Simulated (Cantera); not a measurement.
An adiabatic, constant-pressure homogeneous reactor starts with 16.5 % H₂, 17.5 % O₂, 66.0 % N₂, equivalence ratio 0.47, at 1475 K and 2930 Torr.

Cantera simulation using the H2/O2 subset of GRI-Mech 3.0, which has no nitrogen chemistry; the numbers are that mechanism's predictions, not measurements. The hydrogen kinetics of GRI-Mech 3.0 are dated; newer H2 mechanisms differ, most at raised pressure.

Problem. Predict: time of steepest temperature rise; temperature at 0.900 s; equilibrium temperature; x(H₂) at 0.900 s; x(O₂) at 0.900 s; x(H) at 0.900 s; x(OH) at 0.900 s; x(HO₂) at 0.900 s; x(O) at 0.900 s.

Solution. 
| Property | Result |
|---|---|
| time of steepest temperature rise | 4.12 µs |
| temperature at 0.900 s | 2541 K |
| equilibrium temperature | 2541 K |
| x(H₂) at 0.900 s | 0.00201 (gas-phase equilibrium 0.00201) |
| x(O₂) at 0.900 s | 0.0967 (gas-phase equilibrium 0.0967) |
| x(H) at 0.900 s | 0.000686 (gas-phase equilibrium 0.000686) |
| x(OH) at 0.900 s | 0.0126 (gas-phase equilibrium 0.0126) |
| x(HO₂) at 0.900 s | 1.62e-5 (gas-phase equilibrium 1.62e-5) |
| x(O) at 0.900 s | 0.00279 (gas-phase equilibrium 0.00279) |
